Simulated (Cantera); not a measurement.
# Thermal oxidation and active oxidation of silicon: Si + H2O + H2 + CO2

Feed: 1 mol Si, 0.87 mol H2O, 450 mol H2, 0.054 mol CO2, at 1 atm.

These are equilibrium values from Cantera (NASA tables, ideal gas, pure condensed phases), not measurements of a reactor. Candidate condensed phases: C, C6H6, C7H8, C8H18, H2O, Si, SiC, SiO2; 123 gas species. Gases not in the tables: Si2H6 and higher silanes. Equilibrium is a limit: real reactors are often held back by kinetics, nucleation or transport.

```
T (K)   x H2      x H    x SiO      x CO   x SiH2  n Si(l)
-----  -----  -------  -------  --------  -------  -------
1950   0.997  0.00114  0.00205  0.000114  7.90e-5   0.0188
1975   0.996  0.00136  0.00205  0.000115  9.16e-5  0.00707
2000   0.996  0.00161  0.00205  0.000115  9.68e-5        0
2025   0.996  0.00191  0.00204  0.000116  9.26e-5        0
2050   0.995  0.00225  0.00204  0.000117  8.81e-5        0
2075   0.995  0.00264  0.00204  0.000118  8.36e-5        0
2100   0.995  0.00309  0.00204  0.000118  7.90e-5        0
2125   0.994  0.00360  0.00204  0.000118  7.45e-5        0
2150   0.993  0.00418  0.00204  0.000118  7.00e-5        0
2175   0.993  0.00483  0.00204  0.000119  6.56e-5        0
2200   0.992  0.00557  0.00204  0.000119  6.14e-5        0
```
x: gas mole fraction; n: condensed amount in mol.

From 1950 K to 1975 K the condensed part is Si(l). From 2000 K to 2200 K nothing is condensed. The main Si-bearing gas is SiO throughout.
